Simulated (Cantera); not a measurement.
**MgSO₄ + CO₂ + H₂O (calcination and drying)**

Input: 1 mol MgSO₄, 0.15 mol CO₂, 1.4 mol H₂O, at 0.000110 bar.

These are equilibrium values from Cantera (NASA tables, ideal gas, pure condensed phases), not measurements of a reactor. Candidate condensed phases: C, C₆H₆, C₇H₈, C₈H₁₈, H₂O, H₂SO₄, Mg, MgCO₃, MgO, Mg(OH)₂, MgS, MgSO₄, S; 130 gas species. Kinetics and transport are ignored.

| T (°C) | x H₂O | x SO₂ | x Mg | x O₂ | x O | x H | x CO₂ | x OH | x H₂ | x SO | x CO | n MgSO₄(s) | n MgO(s) |
|---|---|---|---|---|---|---|---|---|---|---|---|---|---|
| 327 | 0.903 | 3.30e-9 | <1e-12 | 1.70e-9 | <1e-12 | <1e-12 | 0.0968 | <1e-12 | <1e-12 | <1e-12 | <1e-12 | 1.00 | 0 |
| 527 | 0.902 | 0.00117 | <1e-12 | 0.000586 | <1e-12 | <1e-12 | 0.0966 | 5.88e-9 | 1.84e-10 | <1e-12 | 4.67e-12 | 0.998 | 0.00184 |
| 727 | 0.460 | 0.326 | <1e-12 | 0.163 | 6.05e-9 | 2.11e-11 | 0.0492 | 2.26e-6 | 9.49e-9 | 1.48e-10 | 7.08e-10 | 0 | 1.00 |
| 927 | 0.459 | 0.328 | <1e-12 | 0.164 | 9.67e-7 | 2.21e-8 | 0.0492 | 5.88e-5 | 1.37e-6 | 6.35e-8 | 2.02e-7 | 0 | 1.00 |
| 1127 | 0.459 | 0.328 | 6.04e-11 | 0.164 | 3.65e-5 | 3.24e-6 | 0.0492 | 0.000605 | 4.88e-5 | 4.81e-6 | 1.14e-5 | 0 | 1.00 |
| 1327 | 0.456 | 0.327 | 1.61e-7 | 0.163 | 0.000558 | 0.000138 | 0.0489 | 0.00346 | 0.000714 | 0.000123 | 0.000230 | 0 | 1.000 |
| 1527 | 0.440 | 0.322 | 7.28e-5 | 0.162 | 0.00466 | 0.00256 | 0.0463 | 0.0132 | 0.00562 | 0.00151 | 0.00226 | 0 | 1.000 |
| 1727 | 0.368 | 0.292 | 0.00941 | 0.163 | 0.0258 | 0.0245 | 0.0346 | 0.0360 | 0.0250 | 0.0102 | 0.0108 | 0 | 0.968 |
| 1927 | 0.138 | 0.152 | 0.177 | 0.176 | 0.108 | 0.101 | 0.0114 | 0.0546 | 0.0357 | 0.0266 | 0.0156 | 0 | 0 |
x: gas mole fraction; n: condensed amount in mol.

At 327 °C the condensed part is MgSO₄(s). At 527 °C the condensed part is MgO(s) + MgSO₄(s). From 727 °C to 1727 °C the condensed part is MgO(s). At 1927 °C nothing is condensed.
